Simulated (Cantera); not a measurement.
Input (Python, Cantera):

```python
import numpy as np
import cantera as ct

gas = ct.Solution("gri30.yaml")


def delay(T, t_max=10):
    gas.TPX = T, 820000, {'CH3OH': 1, 'O2': 1.25, 'N2': 4.7}
    reactor = ct.IdealGasReactor(gas, clone=False)
    net = ct.ReactorNet([reactor])
    net.rtol, net.atol = 1e-8, 1e-16
    while net.time < t_max:
        t_old, T_old = net.time, reactor.T
        net.step()
        if reactor.T > T + 400:  # ignition: a rise of 400 K
            return t_old + (T + 400 - T_old) / (reactor.T - T_old) * (net.time - t_old)
    return np.nan


taus = []
for T in [1075, 1150, 1225, 1300, 1375, 1450]:
    taus.append(delay(T))
    print(f"T0 = {T:6g} K   tau = {taus[-1]:.4e} s")
```

It prints:

```
T0 =   1075 K   tau = 1.7103e-02 s
T0 =   1150 K   tau = 3.8845e-03 s
T0 =   1225 K   tau = 1.0615e-03 s
T0 =   1300 K   tau = 3.4004e-04 s
T0 =   1375 K   tau = 1.2523e-04 s
T0 =   1450 K   tau = 5.2183e-05 s
```

Cantera simulation using GRI-Mech 3.0 (53 species, 325 reactions); the numbers are that mechanism's predictions, not measurements. GRI-Mech 3.0 was tuned for natural gas; its chemistry of methanol as a main component is partial and can be far from experiment.
